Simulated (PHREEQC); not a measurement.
Make-up at 25 °C and 100 atm: 0.009 mol Na2S, 3.1e-05 mol NaCl and 9.6e-05 mol ZnCl2 per kg of water. Closed to the air; pH follows from the charge balance.

All values are PHREEQC results (ion-association model, phreeqc.dat), not measurements.

No solid was allowed to form.

**Question.** Predict the pH, specific conductance, ionic strength.

**Answer.** pH 11.80; specific conductance 2840 µS/cm; ionic strength 0.0190 mol/kgw.

**Question.** In which forms is Zn present?

**Answer.** Zn(HS)2 89 %, Zn(HS)3- 11 % of the Zn.

Under pressure, the constants of complexes without a molar volume in the database are unreliable. With this much S-2 the pH rests on the database's HS-/S-2 constant; if that pK is higher, the solution is more alkaline. The database's pK near 12.9 for HS-/S-2 is now thought far too low, so its S-2 is overstated.
